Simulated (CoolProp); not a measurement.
Carbonyl sulfide along the isotherm 203.3 K: fugacity coefficient from the reference equation and from simpler models built on Tc = 378.8 K, pc = 6.369 MPa, ω = 0.098; each cubic takes its own stable root.

Computed with CoolProp (reference Helmholtz-energy equation of state, Lemmon 2006). It is a short technical equation, of lower accuracy than the large ones.

| p (MPa) | phase | reference |
|---|---|---|
| 0.0101 | gas | 0.9963 |
| 0.0179 | gas | 0.9934 |
| 0.0318 | gas | 0.9882 |
| 0.0566 | liquid | 0.6418 |
| 0.101 | liquid | 0.3601 |
| 0.179 | liquid | 0.2037 |
| 0.318 | liquid | 0.1151 |
| 0.566 | liquid | 0.06515 |
| 1.01 | liquid | 0.03698 |
| 1.79 | liquid | 0.02135 |
| 3.18 | liquid | 0.01251 |

Q: How far does each simpler model (van der Waals, Redlich-Kwong, Soave-Redlich-Kwong, Peng-Robinson) lie from the reference over these 11 states: mean and median of the absolute difference, and the worst?

A: 
- van der Waals: mean 346.4 %, median 373.9 %, worst +663.9 % at 203.3 K and 3.18 MPa
- Redlich-Kwong: mean 0.4 %, median 0.4 %, worst -0.6 % at 203.3 K and 0.0566 MPa
- Soave-Redlich-Kwong: mean 1.0 %, median 1.4 %, worst -1.5 % at 203.3 K and 0.0566 MPa
- Peng-Robinson: mean 2.5 %, median 3.3 %, worst +3.5 % at 203.3 K and 0.0566 MPa

At some of these states van der Waals gives the other phase, because its saturation line lies elsewhere.
